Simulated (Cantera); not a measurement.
# Gas activation for diamond growth

An isothermal, constant-pressure homogeneous reactor starts with CH₄ : H₂ : H : H₂O = 0.04 : 1 : 0.02 : 0.017 (molar parts), at 1475 K and 100.0 Torr.

Model: GRI-Mech 3.0 (53 species, 325 reactions), integrated in Cantera. GRI-Mech 3.0 stops at C3 and has no aromatics, soot or wall deposition, so with more carbon than oxygen in the feed, carbon stays in small species such as C2H2 where larger ones or solid carbon would form.

```json
[
 {"t (s)": "3.00e-5", "x CH₄": "0.0316", "x H₂": "0.940", "x H": "0.00694", "x C₂H₂": "2.94e-5", "x CH₂": "8.08e-6", "x C₂H₆": "0.000345"},
 {"t (s)": "6.63e-5", "x CH₄": "0.0330", "x H₂": "0.943", "x H": "0.00429", "x C₂H₂": "6.97e-5", "x CH₂": "4.52e-6", "x C₂H₆": "0.000320"},
 {"t (s)": "0.000147", "x CH₄": "0.0342", "x H₂": "0.945", "x H": "0.00233", "x C₂H₂": "0.000136", "x CH₂": "1.88e-6", "x C₂H₆": "0.000209"},
 {"t (s)": "0.000324", "x CH₄": "0.0350", "x H₂": "0.946", "x H": "0.00115", "x C₂H₂": "0.000223", "x CH₂": "6.04e-7", "x C₂H₆": "0.000115"},
 {"t (s)": "0.000717", "x CH₄": "0.0353", "x H₂": "0.947", "x H": "0.000548", "x C₂H₂": "0.000319", "x CH₂": "1.61e-7", "x C₂H₆": "5.79e-5"},
 {"t (s)": "0.00158", "x CH₄": "0.0354", "x H₂": "0.947", "x H": "0.000257", "x C₂H₂": "0.000416", "x CH₂": "3.86e-8", "x C₂H₆": "2.78e-5"},
 {"t (s)": "0.00350", "x CH₄": "0.0354", "x H₂": "0.948", "x H": "0.000122", "x C₂H₂": "0.000509", "x CH₂": "9.13e-9", "x C₂H₆": "1.25e-5"},
 {"t (s)": "0.00775", "x CH₄": "0.0354", "x H₂": "0.948", "x H": "6.19e-5", "x C₂H₂": "0.000598", "x CH₂": "2.40e-9", "x C₂H₆": "5.35e-6"},
 {"t (s)": "0.0171", "x CH₄": "0.0354", "x H₂": "0.948", "x H": "3.78e-5", "x C₂H₂": "0.000687", "x CH₂": "9.03e-10", "x C₂H₆": "2.50e-6"},
 {"t (s)": "0.0379", "x CH₄": "0.0354", "x H₂": "0.948", "x H": "3.16e-5", "x C₂H₂": "0.000791", "x CH₂": "6.30e-10", "x C₂H₆": "1.76e-6"},
 {"t (s)": "0.0837", "x CH₄": "0.0353", "x H₂": "0.948", "x H": "3.11e-5", "x C₂H₂": "0.000904", "x CH₂": "6.11e-10", "x C₂H₆": "1.64e-6"},
 {"t (s)": "0.185", "x CH₄": "0.0352", "x H₂": "0.948", "x H": "3.11e-5", "x C₂H₂": "0.000997", "x CH₂": "6.09e-10", "x C₂H₆": "1.60e-6"},
 {"t (s)": "0.409", "x CH₄": "0.0350", "x H₂": "0.948", "x H": "3.11e-5", "x C₂H₂": "0.00112", "x CH₂": "6.06e-10", "x C₂H₆": "1.58e-6"},
 {"t (s)": "0.905", "x CH₄": "0.0345", "x H₂": "0.948", "x H": "3.12e-5", "x C₂H₂": "0.00136", "x CH₂": "6.00e-10", "x C₂H₆": "1.55e-6"},
 {"t (s)": "2.00", "x CH₄": "0.0333", "x H₂": "0.949", "x H": "3.14e-5", "x C₂H₂": "0.00188", "x CH₂": "5.87e-10", "x C₂H₆": "1.47e-6"}
]
```
x: mole fraction; the columns are a selection and need not sum to one.

Equilibrium at this temperature and pressure: CH₄ 0.0101, H₂ 0.969, H 3.52e-5, C₂H₂ 0.00506, CH₂ 2.15e-10, C₂H₆ 3.22e-7 (gas phase only).
